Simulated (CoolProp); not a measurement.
The fluid at 378.99 K and 15.3 MPa (supercritical) is heated at constant pressure to 477.9 K. The same conditions are run with several fluids, on thermodynamics alone (safety and materials aside).

The numbers come from the reference Helmholtz-energy equation of state of each fluid (nitrous oxide: Lemmon 2006; hydrogen chloride: Thol 2018; carbon monoxide: Lemmon 2006; R404A: Lemmon 2003; propane: Lemmon 2009) in CoolProp. Blends and air are pseudo-pure fits.

```json
[
 {"fluid": "nitrous oxide", "heat (kJ/kg)": "157", "final density (kg/m³)": "…"},
 {"fluid": "hydrogen chloride", "heat (kJ/kg)": "…", "final density (kg/m³)": "169"},
 {"fluid": "carbon monoxide", "heat (kJ/kg)": "…", "final density (kg/m³)": "101"},
 {"fluid": "R404A", "heat (kJ/kg)": "158", "final density (kg/m³)": "…"},
 {"fluid": "propane", "heat (kJ/kg)": "331", "final density (kg/m³)": "…"}
]
```

What belongs in the gaps?


- nitrous oxide, final density (kg/m³): 196
- hydrogen chloride, heat (kJ/kg): 165
- carbon monoxide, heat (kJ/kg): 114
- R404A, final density (kg/m³): 498
- propane, final density (kg/m³): 256
